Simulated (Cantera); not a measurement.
Charge: 1 mol acetone, 0.4 mol H2O, equilibrated at 1.50 mbar.

Cantera equilibrium calculation (NASA polynomials, part measured and part estimated; ideal gas, pure solids and liquids). Candidate condensed phases: C, C6H6, C7H8, C8H18, H2O; 110 gas species. The feed counts by its element totals alone. Kinetics and transport are ignored.

x: gas mole fraction; n: condensed amount in mol.

| T (K) | x H | x H2 | x CO | x C3 | x C | x C2 | x C2H2 (acetylene) | n C(graphite) |
|---|---|---|---|---|---|---|---|---|
| 2523 | 0.421 | 0.344 | 0.230 | 0.000472 | 0.000152 | [?] | 0.00410 | 1.53 |
| 2598 | 0.509 | 0.268 | 0.217 | 0.00143 | 0.000405 | [?] | 0.00431 | 1.50 |
| 2673 | 0.588 | 0.197 | 0.204 | 0.00408 | 0.00102 | [?] | 0.00421 | 1.43 |
| 2748 | 0.650 | 0.137 | 0.192 | 0.0110 | 0.00246 | [?] | 0.00384 | 1.24 |
| 2823 | 0.687 | 0.0899 | 0.180 | 0.0279 | 0.00564 | [?] | 0.00324 | 0.750 |
| 2898 | 0.699 | 0.0563 | 0.169 | 0.0516 | 0.0113 | [?] | 0.00216 | 0 |
| 2973 | 0.720 | 0.0369 | 0.165 | 0.0485 | 0.0177 | [?] | 0.000975 | 0 |

**Question.** Complete the blanks.

**Answer.** 
- 2523, x C2: 4.37e-5
- 2598, x C2: 0.000135
- 2673, x C2: 0.000389
- 2748, x C2: 0.00106
- 2823, x C2: 0.00273
- 2898, x C2: 0.00561
- 2973, x C2: 0.00722
